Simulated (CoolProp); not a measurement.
A single-stage vapour-compression cycle with propylene: evaporating at 297.15 K (dew point), condensing at 325.15 K (bubble point), superheat 5 K, subcooling 0 K, compressor efficiency 0.65, no pressure losses. Each further row changes one setting.

The numbers come from the reference Helmholtz-energy equation of state, Lemmon 2013 in CoolProp.

```
case                              cooling COP  pressure ratio  discharge temperature (K)  refrigerating effect (kJ/kg)  volumetric capacity (kJ/m³)
--------------------------------  -----------  --------------  -------------------------  ----------------------------  ---------------------------
as stated                                5.49            1.90                      343.1                           267                         6150
evaporating temperature 302.15 K         6.94               …                          …                           271                            …
condensing temperature 320.15 K          6.96            1.71                      336.1                             …                         6490
subcooling 5 K                              …            1.90                      343.1                           283                         6500
superheat 15 K                           5.52            1.90                          …                             …                         6210
compressor efficiency 0.55               4.65            1.90                          …                           267                         6150
```

**Question.** Some entries are withheld; supply them.

**Answer.** 
- evaporating temperature 302.15 K, pressure ratio: 1.68
- evaporating temperature 302.15 K, discharge temperature (K): 340.6
- evaporating temperature 302.15 K, volumetric capacity (kJ/m³): 7080
- condensing temperature 320.15 K, refrigerating effect (kJ/kg): 282
- subcooling 5 K, cooling COP: 5.81
- superheat 15 K, discharge temperature (K): 353.2
- superheat 15 K, refrigerating effect (kJ/kg): 286
- compressor efficiency 0.55, discharge temperature (K): 347.1
